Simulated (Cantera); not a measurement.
NO annealing gas

An isothermal, constant-pressure homogeneous reactor starts with 90.1 % NO, 9.91 % N2, at 2000 K and 2670 Pa.

Model: GRI-Mech 3.0 (53 species, 325 reactions), integrated in Cantera. Radical loss at walls, strong at low pressure, is not modelled.

```json
[
 {"t (s)": "1.00e-6", "x NO": "0.901", "x NO2": "<1e-12", "x O2": "<1e-12", "x N2O": "2.51e-8", "x O": "2.51e-8", "x N2": "0.0991"},
 {"t (s)": "3.32e-6", "x NO": "0.901", "x NO2": "7.55e-12", "x O2": "5.05e-12", "x N2O": "8.35e-8", "x O": "8.35e-8", "x N2": "0.0991"},
 {"t (s)": "1.10e-5", "x NO": "0.901", "x NO2": "8.36e-11", "x O2": "5.59e-11", "x N2O": "2.77e-7", "x O": "2.78e-7", "x N2": "0.0991"},
 {"t (s)": "3.67e-5", "x NO": "0.901", "x NO2": "9.20e-10", "x O2": "6.18e-10", "x N2O": "9.21e-7", "x O": "9.22e-7", "x N2": "0.0991"},
 {"t (s)": "0.000122", "x NO": "0.901", "x NO2": "1.00e-8", "x O2": "6.83e-9", "x N2O": "3.05e-6", "x O": "3.07e-6", "x N2": "0.0991"},
 {"t (s)": "0.000405", "x NO": "0.901", "x NO2": "1.07e-7", "x O2": "7.55e-8", "x N2O": "1.00e-5", "x O": "1.02e-5", "x N2": "0.0991"},
 {"t (s)": "0.00135", "x NO": "0.901", "x NO2": "1.04e-6", "x O2": "8.49e-7", "x N2O": "3.24e-5", "x O": "3.42e-5", "x N2": "0.0991"},
 {"t (s)": "0.00447", "x NO": "0.901", "x NO2": "7.87e-6", "x O2": "1.04e-5", "x N2O": "9.68e-5", "x O": "0.000118", "x N2": "0.0991"},
 {"t (s)": "0.0149", "x NO": "0.900", "x NO2": "2.98e-5", "x O2": "0.000152", "x N2O": "0.000227", "x O": "0.000384", "x N2": "0.0993"},
 {"t (s)": "0.0494", "x NO": "0.897", "x NO2": "4.53e-5", "x O2": "0.00148", "x N2O": "0.000292", "x O": "0.000678", "x N2": "0.101"},
 {"t (s)": "0.164", "x NO": "0.886", "x NO2": "5.59e-5", "x O2": "0.00693", "x N2O": "0.000278", "x O": "0.000762", "x N2": "0.106"},
 {"t (s)": "0.545", "x NO": "0.847", "x NO2": "8.25e-5", "x O2": "0.0260", "x N2O": "0.000239", "x O": "0.000958", "x N2": "0.125"},
 {"t (s)": "1.81", "x NO": "0.712", "x NO2": "0.000128", "x O2": "0.0931", "x N2O": "0.000148", "x O": "0.00143", "x N2": "0.193"},
 {"t (s)": "6.02", "x NO": "0.350", "x NO2": "0.000111", "x O2": "0.274", "x N2O": "2.96e-5", "x O": "0.00221", "x N2": "0.374"},
 {"t (s)": "20.0", "x NO": "0.0483", "x NO2": "1.93e-5", "x O2": "0.424", "x N2O": "5.57e-7", "x O": "0.00269", "x N2": "0.525"}
]
```
x: mole fraction; the columns are a selection and need not sum to one.

Equilibrium at this temperature and pressure: NO 0.00929, NO2 3.80e-6, O2 0.444, N2O 7.09e-8, O 0.00275, N2 0.544 (gas phase only).
